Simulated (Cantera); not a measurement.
A perfectly stirred reactor is fed with CH4 : N2 = 1 : 6.8 (molar parts), at 2670 Pa; it is held at 1900 K, and followed from long to short residence time.

Detailed kinetics in Cantera: GRI-Mech 3.0 (53 species, 325 reactions). GRI-Mech 3.0 stops at C3 and has no aromatics, soot or wall deposition, so with more carbon than oxygen in the feed, carbon stays in small species such as C2H2 where larger ones or solid carbon would form. Radical loss at walls, strong at low pressure, is not modelled.

x: mole fraction; the columns are a selection and need not sum to one.

| τ (s) | x CH4 | x C2H2 | x H | x HCN | x C2H | x CH3 |
|---|---|---|---|---|---|---|
| 1.8 | 0.00351 | 0.0548 | 0.00103 | 0.000365 | 4.45e-6 | 0.000431 |
| 0.57 | 0.00788 | 0.0528 | 0.000797 | 0.000120 | 3.46e-6 | 0.000774 |
| 0.18 | 0.0168 | 0.0484 | 0.000608 | 3.76e-5 | 2.63e-6 | 0.00135 |
| 0.057 | 0.0335 | 0.0400 | 0.000439 | 1.11e-5 | 1.87e-6 | 0.00221 |
| 0.018 | ___ | ___ | ___ | ___ | ___ | ___ |
| 0.0058 | ___ | ___ | ___ | ___ | ___ | ___ |
| 0.0018 | 0.123 | 0.000348 | 1.52e-5 | 4.47e-9 | 1.78e-8 | 0.00209 |

Some entries are withheld; supply them.


- 0.018, x CH4: 0.0608
- 0.018, x C2H2: 0.0259
- 0.018, x H: 0.000267
- 0.018, x HCN: 2.55e-6
- 0.018, x C2H: 1.07e-6
- 0.018, x CH3: 0.00327
- 0.0058, x CH4: 0.0978
- 0.0058, x C2H2: 0.00814
- 0.0058, x H: 9.91e-5
- 0.0058, x HCN: 2.63e-7
- 0.0058, x C2H: 3.11e-7
- 0.0058, x CH3: 0.00368
